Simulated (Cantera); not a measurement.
## Equilibrium for boron, boron nitride and boron oxide: BF₃ + H₂O + H₂

A closed system holds: 1 mol BF₃, a varied amount of H₂O, 0.15 mol H₂, held at 1423 K and 69.0 mbar.

Cantera equilibrium calculation (NASA polynomials, part measured and part estimated; ideal gas, pure solids and liquids). Candidate condensed phases: B, B₂O₃, B₃O₃H₃, H₂O; 43 gas species. The tables' values for BF₂ are old estimates; treat these amounts as uncertain. Gases not in the tables: H₃BO₃. The numbers say what is thermodynamically allowed, not how fast it happens.

From 0.071 mol H₂O to 0.3 mol H₂O nothing is condensed.

```csv
n(H₂O) (mol),x BF₃,x HF,x H₂,x BOF,x H₂O,x B₃O₃F₃
0.071,0.723,0.108,0.116,0.0487,0.00135,0.00157
0.087,0.697,0.128,0.114,0.0561,0.00227,0.00239
0.11,0.662,0.154,0.111,0.0650,0.00402,0.00372
0.13,0.634,0.175,0.108,0.0714,0.00594,0.00493
0.16,0.596,0.203,0.104,0.0793,0.00945,0.00676
0.2,0.551,0.235,0.100,0.0875,0.0151,0.00908
0.24,0.512,0.262,0.0962,0.0938,0.0217,0.0112
0.3,0.462,0.296,0.0911,0.101,0.0328,0.0138
```
x: gas mole fraction; nothing condenses.
